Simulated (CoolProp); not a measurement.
Vapour pressure (kPa) of carbon dioxide: the reference equation beside estimates from Tc = 304.1 K, pc = 7377 kPa, ω = 0.224. Clausius-Clapeyron is anchored at 252.1 K with a constant enthalpy of vaporisation of 12.53 kJ/mol.

Model: reference Helmholtz-energy equation of state, Span 1996, in CoolProp.

```tsv
T (K)	reference	Lee-Kesler	Clausius-Clapeyron	van der Waals	Redlich-Kwong	Soave-Redlich-Kwong	Peng-Robinson
241.5	1350	1349	1467	2732	1720	1355	1338
245	1519	1516	1603	2920	1906	1525	1506
248.5	1702	1698	1748	3116	2105	1710	1688
252.1	1907	1902	1907	3326	2323	1917	[?]
255.6	2123	2116	2069	3539	2550	2135	2108
259.1	2356	2348	2241	3760	2792	2372	2342
262.7	2615	2605	2427	3995	3056	2634	2601
266.2	2886	2874	2617	4233	[?]	2909	2874
269.7	[?]	3164	2817	4480	3617	3204	3167
273.2	3490	3475	3026	4735	3922	3520	3482
276.8	3834	3819	3251	5006	4253	3869	3830
280.3	4192	4177	3479	5279	4591	4231	4192
283.8	4575	4560	3718	5561	4947	4617	4579
287.4	4996	4982	3974	5860	5332	5040	5004
290.9	5433	5422	4233	6160	5725	5477	5445
```

### Question
Complete the blanks.

### Answer

- 252.1, Peng-Robinson: 1892
- 266.2, Redlich-Kwong: 3329
- 269.7, reference: 3177

Absolute difference from the reference over all 15 rows, mean and median: Lee-Kesler 0.3 and 0.3 %, Clausius-Clapeyron 10.6 and 9.3 %, van der Waals 50.9 and 46.7 %, Redlich-Kwong 15.7 and 15.3 %, Soave-Redlich-Kwong 0.7 and 0.8 %, Peng-Robinson 0.4 and 0.4 %.
